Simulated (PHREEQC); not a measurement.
Synthetic water in mg/kgw, 46 °C, pH 2.52:

```tsv
constituent	mg/kgw
Na	2390
K	789
Ca	174
Mg	45.3
Cl	390
S(6) as SO4	6680
B	3.32
```

Valence states are taken as typed.

All values are PHREEQC results (Pitzer model, pitzer.dat), not measurements.

**Question.** The ionic strength comes out as 0.206 mol/kgw. What activity coefficients do Cl-, Na+, H+, HSO4-, SO4-2 get?

**Answer.** Cl- 0.71, Na+ 0.70, H+ 0.66, HSO4- 0.71, SO4-2 0.23. Single-ion values are on the MacInnes scale.

Precipitation was switched off in this run. Constants without temperature data keep their 25 °C values here.
